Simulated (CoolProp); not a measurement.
Saturated liquid density (kg/m³) of R1132(E): the reference equation beside estimates from Tc = 348.8 K, pc = 5.174 MPa, ω = 0.245. Rackett uses Z = 0.29056 − 0.08775 ω.

Values from CoolProp's reference Helmholtz-energy equation of state, Akasaka 2024.

```json
[
 {"T (K)": "260.8", "reference": "1039", "Rackett": "1030", "van der Waals": "623.6", "Redlich-Kwong": "894.6", "Soave-Redlich-Kwong": "933.1", "Peng-Robinson": "1058"},
 {"T (K)": "266.7", "reference": "1022", "Rackett": "1012", "van der Waals": "612.8", "Redlich-Kwong": "875.2", "Soave-Redlich-Kwong": "914.2", "Peng-Robinson": "1037"},
 {"T (K)": "272.6", "reference": "1004", "Rackett": "993.4", "van der Waals": "601.6", "Redlich-Kwong": "855.0", "Soave-Redlich-Kwong": "894.3", "Peng-Robinson": "1015"},
 {"T (K)": "278.4", "reference": "985.7", "Rackett": "974.7", "van der Waals": "590.1", "Redlich-Kwong": "834.3", "Soave-Redlich-Kwong": "873.6", "Peng-Robinson": "991.5"},
 {"T (K)": "284.3", "reference": "966.3", "Rackett": "954.9", "van der Waals": "577.8", "Redlich-Kwong": "?", "Soave-Redlich-Kwong": "851.4", "Peng-Robinson": "966.4"},
 {"T (K)": "290.2", "reference": "945.9", "Rackett": "934.2", "van der Waals": "565.0", "Redlich-Kwong": "789.1", "Soave-Redlich-Kwong": "827.9", "Peng-Robinson": "939.7"},
 {"T (K)": "296.1", "reference": "924.3", "Rackett": "912.5", "van der Waals": "?", "Redlich-Kwong": "764.7", "Soave-Redlich-Kwong": "802.9", "Peng-Robinson": "911.2"},
 {"T (K)": "302", "reference": "?", "Rackett": "889.5", "van der Waals": "537.1", "Redlich-Kwong": "738.8", "Soave-Redlich-Kwong": "776.1", "Peng-Robinson": "880.5"},
 {"T (K)": "307.9", "reference": "876.6", "Rackett": "865.0", "van der Waals": "521.7", "Redlich-Kwong": "711.3", "Soave-Redlich-Kwong": "747.3", "Peng-Robinson": "847.3"},
 {"T (K)": "313.7", "reference": "850.2", "Rackett": "839.1", "van der Waals": "505.5", "Redlich-Kwong": "682.3", "Soave-Redlich-Kwong": "716.6", "Peng-Robinson": "811.7"},
 {"T (K)": "319.6", "reference": "820.8", "Rackett": "810.3", "van der Waals": "487.6", "Redlich-Kwong": "650.4", "Soave-Redlich-Kwong": "682.5", "Peng-Robinson": "772.0"},
 {"T (K)": "325.5", "reference": "788.0", "Rackett": "?", "van der Waals": "467.7", "Redlich-Kwong": "615.3", "Soave-Redlich-Kwong": "644.7", "Peng-Robinson": "727.6"},
 {"T (K)": "331.4", "reference": "750.3", "Rackett": "741.5", "van der Waals": "445.2", "Redlich-Kwong": "575.8", "Soave-Redlich-Kwong": "601.6", "Peng-Robinson": "676.9"}
]
```

### Question
What belongs in the gaps?

### Answer

- 284.3, Redlich-Kwong: 812.3
- 296.1, van der Waals: 551.4
- 302, reference: 901.3
- 325.5, Rackett: 778.3

Absolute difference from the reference over all 13 rows, mean and median: Rackett 1.2 and 1.2 %, van der Waals 40.3 and 40.3 %, Redlich-Kwong 17.8 and 17.3 %, Soave-Redlich-Kwong 13.8 and 13.1 %, Peng-Robinson 3.1 and 1.8 %.
